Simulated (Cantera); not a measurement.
# Transport properties of process gases

Gas mixture: 100 % NH3, at 3.90 bar, frozen composition.

Cantera's kinetic-theory transport with the Lennard-Jones parameters of GRI-Mech 3.0, ideal gas; thermal conductivity in the mixture-averaged form. Polar gases are described roughly by these parameters. The composition is frozen, though it would react at the higher temperatures.

| T (K) | ρ (kg/m³) | cp (J/kg/K) | μ (µPa s) | λ (mW/m/K) | Pr | D (cm²/s) CH4 | D (cm²/s) N2 | D (cm²/s) NH3 |
|---|---|---|---|---|---|---|---|---|
| 400 | 2.00 | 2269 | 13.9 | 44.3 | 0.713 | 0.100 | 0.0993 | 18.4 |
| 650 | 1.23 | 2755 | 22.6 | 86.5 | 0.720 | 0.248 | 0.241 | 46.4 |
| 900 | 0.888 | 3162 | 30.6 | 134 | 0.721 | 0.443 | 0.426 | 83.9 |
| 1150 | 0.695 | 3518 | 37.9 | 184 | 0.726 | 0.679 | 0.649 | 130 |
| 1400 | 0.571 | 3802 | 44.6 | 233 | 0.728 | 0.952 | 0.906 | 182 |
| 1650 | 0.484 | 4032 | 50.8 | 281 | 0.730 | 1.26 | 1.19 | 242 |
D: mixture-averaged diffusion coefficient of that species in the mixture.
